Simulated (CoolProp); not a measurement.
Vapour-liquid equilibrium of propylene (1) + R152A (2) at 3.55 bar; x and y are mole fractions of (1).

The numbers come from the multi-fluid Helmholtz-energy mixture model, Lemmon 2013 and Outcalt 1996; pair parameters Bell 2016 in CoolProp.

| x | bubble temperature (K) | y at the bubble point | dew temperature at overall composition x (K) | liquid density (mol/L) |
|---|---|---|---|---|
| 0.05 | 277.3 | 0.167 | 280.4 | 14.25 |
| 0.2 | 268.2 | 0.468 | 276.4 | 14.21 |
| 0.35 | 263.2 | 0.614 | 272.0 | 14.07 |
| 0.5 | 260.4 | 0.700 | 267.2 | 13.89 |
| 0.65 | 258.7 | 0.767 | 262.0 | 13.73 |
| 0.8 | 257.6 | 0.839 | 258.1 | 13.61 |
| 0.95 | 257.3 | 0.947 | 257.3 | 13.53 |

y crosses x between x = 0.8 and 0.95: the model has an azeotrope there.

The pair parameters rest on a limited set of measurements; away from them the model extrapolates.
